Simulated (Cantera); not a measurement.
# Ammonia decomposition in nitride growth gas

An isothermal, constant-pressure homogeneous reactor starts with NH3 : N2 = 1 : 10 (molar parts), at 2025 K and 1.00 atm.

Computed with Cantera and the gas-phase N/H chemistry of the illustrative SiF4/NH3 mechanism in the Surface Chemkin manual (1991). Walls and surfaces, which speed up NH3 decomposition in real reactors, are not modelled.

| t (s) | x NH3 | x N2H4 | x N2 | x N | x NH |
|---|---|---|---|---|---|
| 2.00e-5 | 0.0909 | 9.65e-10 | 0.909 | 1.50e-10 | 7.61e-8 |
| 4.92e-5 | 0.0908 | 5.78e-9 | 0.909 | 1.97e-9 | 5.25e-7 |
| 0.000121 | 0.0906 | 2.96e-8 | 0.909 | 9.83e-9 | 2.07e-6 |
| 0.000298 | 0.0901 | 7.61e-8 | 0.909 | 3.25e-8 | 4.19e-6 |
| 0.000734 | 0.0888 | 7.73e-8 | 0.908 | 8.74e-8 | 5.34e-6 |
| 0.00181 | 0.0857 | 6.04e-8 | 0.907 | 2.20e-7 | 6.50e-6 |
| 0.00445 | 0.0785 | 4.22e-8 | 0.904 | 4.70e-7 | 7.70e-6 |
| 0.0110 | 0.0637 | 2.60e-8 | 0.899 | 7.56e-7 | 8.20e-6 |
| 0.0270 | 0.0389 | 1.16e-8 | 0.890 | 9.35e-7 | 7.36e-6 |
| 0.0664 | 0.0128 | 2.31e-9 | 0.880 | 9.36e-7 | 4.90e-6 |
| 0.163 | 0.00132 | 8.29e-11 | 0.875 | 6.45e-7 | 1.77e-6 |
| 0.402 | 0.000101 | <1e-12 | 0.875 | 1.44e-7 | 2.76e-7 |
| 0.990 | 2.50e-5 | <1e-12 | 0.875 | 3.70e-8 | 7.01e-8 |
| 2.44 | 8.71e-6 | <1e-12 | 0.875 | 1.29e-8 | 2.45e-8 |
| 6.00 | 3.39e-6 | <1e-12 | 0.875 | 5.05e-9 | 9.54e-9 |
x: mole fraction; the columns are a selection and need not sum to one.

Equilibrium at this temperature and pressure: NH3 8.01e-7, N2H4 <1e-12, N2 0.875, N 1.19e-9, NH 2.25e-9 (gas phase only).
